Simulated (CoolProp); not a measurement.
A closed Brayton cycle with carbon dioxide: compressor inlet 310.15 K and 9.6 MPa, high pressure 32.5 MPa, turbine inlet 925 K, compressor efficiency 0.85, turbine efficiency 0.93, recuperator effectiveness 0.9 (on enthalpy, no pinch check). Each further row changes one setting.

The numbers come from the reference Helmholtz-energy equation of state, Span 1996 in CoolProp.

```tsv
case	thermal efficiency (%)	net work (kJ/kg)	compressor to turbine work	compressor exit (K)	turbine exit (K)
as stated	40.9	149	0.20	348.6	764.0
turbine inlet 875 K	39.6	(withheld)	(withheld)	348.6	719.6
compressor inlet 320.15 K	39.8	(withheld)	0.28	395.6	764.0
high pressure 27.6 MPa	(withheld)	133	0.18	(withheld)	784.8
recuperator effectiveness 0.5	26.3	149	0.20	348.6	764.0
```

### Question
Complete the blanks.

### Answer

- turbine inlet 875 K, net work (kJ/kg): 138
- turbine inlet 875 K, compressor to turbine work: 0.21
- compressor inlet 320.15 K, net work (kJ/kg): 134
- high pressure 27.6 MPa, thermal efficiency (%): 39.2
- high pressure 27.6 MPa, compressor exit (K): 342.3
